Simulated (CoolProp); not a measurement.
Saturation properties of hexamethyldisiloxane (MM).

The numbers come from the reference Helmholtz-energy equation of state, Thol 2016 in CoolProp.

| T (K) | p (bar) | liquid density (kg/m³) | vapour Z | surface tension (mN/m) |
|---|---|---|---|---|
| 296.1 | 0.05021 | 761.7 | 0.9926 | 15.6 |
| 312.4 | 0.1103 | 744.3 | 0.9869 | 14.2 |
| 328.8 | 0.2209 | 726.5 | ___ | 12.7 |
| 345.1 | 0.4065 | 708.3 | 0.9667 | 11.4 |
| 361.5 | 0.7018 | 689.4 | ___ | 10.0 |
| 377.8 | 1.141 | 669.8 | 0.9310 | ___ |
| 394.2 | 1.773 | 649.2 | 0.9059 | 7.45 |
| 410.5 | ___ | 627.4 | 0.8754 | 6.24 |
| 426.9 | 3.799 | ___ | ___ | ___ |
| 443.2 | ___ | 578.6 | 0.7944 | 3.95 |

**Question.** Some entries are withheld; supply them.

**Answer.** 
- 328.8, vapour Z: 0.9784
- 361.5, vapour Z: 0.9510
- 377.8, surface tension (mN/m): 8.72
- 410.5, p (bar): 2.637
- 426.9, liquid density (kg/m³): 604.0
- 426.9, vapour Z: 0.8384
- 426.9, surface tension (mN/m): 5.06
- 443.2, p (bar): 5.303

It boils at 373.7 K under 1 atm.

Surface tension comes from a separate correlation (Mulero 2014), older than this fluid's equation and unchecked against measurements.
